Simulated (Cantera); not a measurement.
**Moist CO burnout**

A perfectly stirred reactor is fed with 0.768 % CO, 4.17 % O₂, 0.275 % H₂O, 94.8 % N₂, equivalence ratio 0.092, at 0.118 atm; it is held at 1175 K, and followed from long to short residence time.

Model: GRI-Mech 3.0 (53 species, 325 reactions), integrated in Cantera.

```
τ (s)       x CO    x O₂    x H₂O    x N₂O      x OH       x O       x H
------  --------  ------  -------  -------  --------  --------  --------
12       8.98e-5  0.0380  0.00275  1.98e-7   2.21e-5   2.95e-5   1.30e-6
3.3     0.000212  0.0381  0.00274  1.72e-7   3.35e-5   6.89e-5   4.59e-6
0.88    0.000504  0.0382  0.00272  1.41e-7   5.05e-5  0.000161   1.61e-5
0.23     0.00118  0.0384  0.00268  1.09e-7   7.41e-5  0.000361   5.27e-5
0.062    0.00257  0.0389  0.00261  8.08e-8   9.80e-5  0.000688  0.000132
0.017    0.00489  0.0399  0.00258  4.96e-8  0.000100  0.000881  0.000175
0.0044   0.00726  0.0414  0.00271  6.65e-9   3.86e-5  0.000276   2.86e-5
```
x: mole fraction; the columns are a selection and need not sum to one.
